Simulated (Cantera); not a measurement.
# Dilute partial oxidation

An isothermal, constant-pressure homogeneous reactor starts with 2.16 % CH₂O, 3.94 % O₂, 93.9 % N₂, at 1500 K and 1730 Torr.

Cantera simulation using GRI-Mech 3.0 (53 species, 325 reactions); the numbers are that mechanism's predictions, not measurements. The temperature is held fixed by assumption; the heat of reaction is taken as removed at once.

```tsv
t (s)	x CH₂O	x O₂	x NO₂	x O	x OH	x C₂H₄	x HO₂
2.00e-5	0.0206	0.0389	<1e-12	7.10e-7	6.72e-6	<1e-12	0.000280
7.43e-5	0.00280	0.0329	1.89e-11	2.21e-5	6.19e-5	<1e-12	0.000326
0.000276	4.10e-11	0.0207	4.93e-9	0.00112	0.000814	<1e-12	9.13e-6
0.00102	<1e-12	0.0182	1.79e-8	0.000140	0.000298	<1e-12	3.36e-6
0.00381	<1e-12	0.0179	3.68e-8	1.45e-5	9.94e-5	<1e-12	5.09e-7
0.0141	<1e-12	0.0178	2.47e-8	1.71e-6	3.48e-5	<1e-12	5.77e-8
0.0525	<1e-12	0.0178	1.40e-8	4.32e-7	1.75e-5	<1e-12	1.91e-8
0.195	<1e-12	0.0178	1.33e-8	3.59e-7	1.60e-5	<1e-12	1.75e-8
0.725	<1e-12	0.0178	1.33e-8	3.59e-7	1.60e-5	<1e-12	1.75e-8
2.69	<1e-12	0.0178	1.34e-8	3.59e-7	1.60e-5	<1e-12	1.75e-8
10.0	<1e-12	0.0178	1.37e-8	3.59e-7	1.60e-5	<1e-12	1.75e-8
```
x: mole fraction; the columns are a selection and need not sum to one.

Equilibrium at this temperature and pressure: CH₂O <1e-12, O₂ 0.0176, NO₂ 9.13e-7, O 3.57e-7, OH 1.59e-5, C₂H₄ <1e-12, HO₂ 1.73e-8 (gas phase only).
